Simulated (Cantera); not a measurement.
A closed system holds: 1 mol SiCl4, 0.23 mol H2O, 8.3 mol H2, at 1423 K and 8.40 Pa.

Method: chemical equilibrium by Gibbs-energy minimisation in Cantera with the NASA 1993 tables (ideal gas, pure condensed phases). The tables' values for SiCl3, SiCl are old estimates; treat these amounts as uncertain. Kinetics and transport are ignored.

| species | before | after |
|---|---|---|
| H2 | 0.679 | 0.959 |
| HCl | 0.228 | 0.0344 |
| SiCl2 | 0.0707 | 0.00372 |
| SiO | 0.0214 | 0.00241 |
| SiCl4 | 3.17e-5 | 2.70e-8 |
| SiCl3 | 0.000753 | 5.04e-6 |
| Cl | 0.000164 | 2.09e-5 |
| Si | 5.59e-6 | 1.82e-5 |
| SiCl | 2.06e-5 | 8.53e-6 |
| H | 0.000597 | 0.000710 |
| Si(s), mol | 0 | 0.412 |
Gas species are given as mole fractions.

Q: Name the change that produced these shifts.
A) H2O from 0.23 to 9.8 mol
B) temperature from 1423 K to 1225 K
C) H2 from 8.3 to 93 mol
D) H2O from 0.23 to 1.4 mol

A: C, H2 from 8.3 to 93 mol
